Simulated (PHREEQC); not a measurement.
A made-up water analysis in mmol/kgw, 55 °C, pH 6.3, pe 12: Na 462; K 21; Ca 18.7; Mg 4.49; Cl 511; S(6) 0.741; Alkalinity (meq/kgw) 0.97; Ni 3.9; N(5) 11.9.

Valence states are taken as typed.

Equilibrium calculation in PHREEQC: ion-association model, wateq4f.dat.

This is a speciation only: nothing precipitates in the calculation.

Task: Order these C species by the share of C that they hold, largest first: CO2, NaHCO3, NiHCO3+, HCO3-, NiCO3.

Result: HCO3- (44 %), CO2 (26 %), NiCO3 (18 %), NaHCO3 (4.7 %), NiHCO3+ (3.7 %)

Task: Order these S species by the share of S that they hold, largest first: NaSO4-, KSO4-, MgSO4, CaSO4, SO4-2.

Result: SO4-2 (54 %), NaSO4- (28 %), CaSO4 (9.8 %), MgSO4 (4.9 %), KSO4- (2.2 %)

The pH is 6.30 and the ionic strength 0.554 mol/kgw. Complexes and solids missing from the database can't appear. Away from 25 °C the constants follow the database's enthalpies or fits; those with neither stay at their 25 °C values.
